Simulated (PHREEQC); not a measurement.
# Acid rinse or clean: speciation

Dissolve 0.029 mol H2SO4, 0.00017 mol CuSO4 and 0.00019 mol CuCl2 per kg of water at 25 °C. Closed to the air; pH follows from the charge balance.

All values are PHREEQC results (ion-association model, phreeqc.dat), not measurements.

Each row changes one thing in this solution. Precipitation was switched off in this run.

| case | pH | ionic strength (mol/kgw) | HSO4- (mol/kgw) | SO4-2 (mol/kgw) | Cu+2 (mol/kgw) | CuSO4 (mol/kgw) |
|---|---|---|---|---|---|---|
| as made | 1.48 | 0.0502 | 0.0188 | 0.0103 | 0.000246 | 0.000113 |
| CuCl2 left out | 1.48 | 0.0498 | 0.0188 | 0.0103 | 0.000116 | 5.38e-5 |
| CuCl2 from 0.00019 to 3.8e-05 mol/kgw | 1.48 | 0.0499 | 0.0188 | 0.0103 | 0.000142 | 6.58e-5 |
| 0.00058 mol/kgw HCl added | 1.47 | 0.0507 | 0.0188 | 0.0102 | 0.000247 | 0.000112 |
| H2SO4 from 0.029 to 0.145 mol/kgw | 0.87 | 0.193 | 0.122 | 0.0234 | 0.000248 | 0.000112 |
| H2SO4 from 0.029 to 0.0058 mol/kgw | (withheld) | 0.0140 | 0.00217 | 0.00371 | 0.000276 | 8.35e-5 |
| CuSO4 from 0.00017 to 0.00085 mol/kgw | 1.48 | 0.0517 | 0.0190 | 0.0105 | 0.000710 | 0.000330 |
| CuCl2 replaced by Cu(BF4)2 at the same molality | 1.48 | 0.0500 | 0.0187 | 0.0103 | 0.000246 | 0.000114 |
| diluted 10-fold with water | (withheld) | 0.00730 | 0.000752 | 0.00216 | 2.95e-5 | 6.48e-6 |

Task: What belongs in the gaps?

Result: 
- H2SO4 from 0.029 to 0.0058 mol/kgw, pH: 2.07
- diluted 10-fold with water, pH: 2.33

Complexes and solids missing from the database can't appear. Real BF4- forms and hydrolyses slowly; the run takes it at equilibrium.
